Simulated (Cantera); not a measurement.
**Stirred combustor or abatement burner**

A perfectly stirred reactor is fed with 9.25 % CH4, 19.1 % O2, 71.7 % N2, equivalence ratio 0.97, at 1.00 bar; it is adiabatic with a 425 K inlet, and is followed from long to short residence time, starting on the burning branch (τ in s: 0.059, 0.03, 0.015, 0.0079, 0.0041, 0.0021, 0.0011, 0.00054, 0.00028, 0.00014, 7.3e-05, 3.7e-05, 1.9e-05).

Detailed kinetics in Cantera: GRI-Mech 3.0 (53 species, 325 reactions).

| τ (s) | T (K) | x CH4 | x O2 | x NO | x CO | x HO2 | x NO2 | x CH2 |
|---|---|---|---|---|---|---|---|---|
| 0.059 | 2252 | 4.69e-6 | 0.0107 | 0.00113 | 0.0100 | 1.15e-6 | 2.67e-7 | 2.08e-7 |
| 0.030 | 2238 | 8.12e-6 | 0.0116 | 0.000817 | 0.0112 | 1.31e-6 | 1.87e-7 | 3.61e-7 |
| 0.015 | 2216 | 1.38e-5 | 0.0128 | 0.000581 | 0.0129 | 1.57e-6 | 1.25e-7 | 6.02e-7 |
| 0.0079 | 2188 | 2.19e-5 | 0.0142 | 0.000421 | 0.0149 | 1.95e-6 | 8.34e-8 | 9.19e-7 |
| 0.0041 | 2151 | 3.51e-5 | 0.0159 | 0.000302 | 0.0174 | 2.55e-6 | 5.44e-8 | 1.36e-6 |
| 0.0021 | 2107 | 5.74e-5 | 0.0180 | 0.000213 | 0.0201 | 3.46e-6 | 3.51e-8 | 1.97e-6 |
| 0.0011 | 2058 | 9.45e-5 | 0.0201 | 0.000152 | 0.0229 | 4.69e-6 | 2.33e-8 | 2.78e-6 |
| 0.00054 | 2000 | 0.000171 | 0.0228 | 0.000104 | 0.0261 | 6.56e-6 | 1.51e-8 | 4.08e-6 |
| 0.00028 | 1942 | 0.000312 | 0.0257 | 7.13e-5 | 0.0295 | 9.05e-6 | 1.02e-8 | 6.01e-6 |
| 0.00014 | 1876 | 0.000651 | 0.0301 | 4.58e-5 | 0.0345 | 1.35e-5 | 6.75e-9 | 9.74e-6 |
| 7.3e-5 | 1795 | 0.00165 | 0.0381 | 2.54e-5 | 0.0429 | 2.53e-5 | 4.44e-9 | 1.83e-5 |
| 3.7e-5 | 425 | 0.0925 | 0.191 | <1e-12 | <1e-12 | <1e-12 | <1e-12 | <1e-12 |
| 1.9e-5 | 425 | 0.0925 | 0.191 | <1e-12 | <1e-12 | <1e-12 | <1e-12 | <1e-12 |
x: mole fraction; the columns are a selection and need not sum to one.
